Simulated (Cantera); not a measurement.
Thermodynamics of metals in furnace atmospheres, feed Fe + H₂O + H₂

Feed: 1 mol Fe, 0.13 mol H₂O, a varied amount of H₂, equilibrated at 1000 Pa.

Cantera equilibrium calculation (NASA polynomials, part measured and part estimated; ideal gas, pure solids and liquids). Candidate condensed phases: Fe, FeO, Fe(OH)₂, Fe(OH)₃, Fe₂O₃, Fe₃O₄, H₂O; 12 gas species. The numbers say what is thermodynamically allowed, not how fast it happens.

Stable condensed phases:

```
T in °C \ n(H₂) in mol
         5.8  10  19  33  60 110 190
   1675    A   A   A   A   B   B   B
   1625    A   A   A   A   A   B   B
   1575    A   A   A   A   A   A   B
   1525    A   A   A   A   A   A   A
   1475    A   A   A   A   A   A   A
   1425    A   A   A   A   A   A   A
   1375    A   A   A   A   A   A   A
   1325    A   A   A   A   A   A   A
   1275    A   A   A   A   A   A   A
   1225    A   A   A   A   A   A   A
```

A: Fe; B: gas only.
